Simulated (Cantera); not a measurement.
Input: 1 mol Cu2O, 2 mol CO, 1.7 mol N2, held at 13.0 Pa.

These are equilibrium values from Cantera (NASA tables, ideal gas, pure condensed phases), not measurements of a reactor. Candidate condensed phases: C, Cu, CuO, Cu2O; 27 gas species. Rates play no part.

log p: log10 of the partial pressure in bar; n: condensed amount in mol.

| T (K) | log p N2 | log p Cu | log p CO | log p CO2 | log p O2 | log p O | n Cu(s) | n Cu(l) |
|---|---|---|---|---|---|---|---|---|
| 1050 | -4.22 | -9.98 | -4.45 | -4.45 | <-15 | <-15 | 2.00 | 0 |
| 1150 | -4.22 | -8.54 | -4.45 | -4.45 | <-15 | <-15 | 2.00 | 0 |
| 1250 | -4.22 | -7.33 | -4.45 | -4.45 | -14.54 | -14.43 | 2.00 | 0 |
| 1350 | -4.23 | (withheld) | -4.46 | -4.46 | (withheld) | (withheld) | 1.99 | 0 |
| 1450 | -4.24 | (withheld) | -4.47 | -4.47 | (withheld) | (withheld) | 0 | (withheld) |
| 1550 | -4.29 | -4.73 | -4.52 | -4.52 | -9.99 | -10.10 | 0 | 1.38 |
| 1650 | -4.41 | -4.34 | -4.64 | -4.64 | -8.85 | -9.01 | 0 | 0 |
| 1750 | -4.41 | -4.34 | -4.64 | -4.64 | -7.84 | -8.05 | 0 | 0 |
| 1850 | -4.41 | -4.34 | -4.64 | -4.65 | -6.96 | -7.19 | 0 | 0 |
| 1950 | -4.42 | -4.34 | -4.62 | -4.68 | -6.25 | -6.47 | 0 | 0 |

**Question.** Some entries are withheld; supply them.

**Answer.** 
- 1450, log p Cu: -5.46
- 1450, log p O2: -11.29
- 1450, log p O: -11.34
- 1450, n Cu(l): 1.90
- 1350, log p Cu: -6.31
- 1350, log p O2: -12.79
- 1350, log p O: -12.77
